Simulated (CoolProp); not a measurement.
Nitrous oxide at several states: fugacity coefficient from the reference equation and from simpler models built on Tc = 36.4 °C, pc = 7.245 MPa, ω = 0.161; each cubic takes its own stable root.

The numbers come from the reference Helmholtz-energy equation of state, Lemmon 2006 in CoolProp. It is a short technical equation, of lower accuracy than the large ones.

```tsv
T (°C)	p (MPa)	phase	reference
86.15	4.41	gas	0.8749
-9.05	0.0629	gas	0.9951
7.05	7.93	liquid	0.3898
127.25	1.83	gas	0.9634
122.75	0.0163	gas	0.9997
-69.45	15.2	liquid	0.02426
```

### Question
How far does each simpler model (Redlich-Kwong, Soave-Redlich-Kwong) lie from the reference over these 6 states: mean and median of the absolute difference, and the worst?

### Answer
- Redlich-Kwong: mean 7.2 %, median 0.4 %, worst +34.4 % at -69.45 °C and 15.2 MPa
- Soave-Redlich-Kwong: mean 1.1 %, median 0.3 %, worst +3.1 % at -69.45 °C and 15.2 MPa
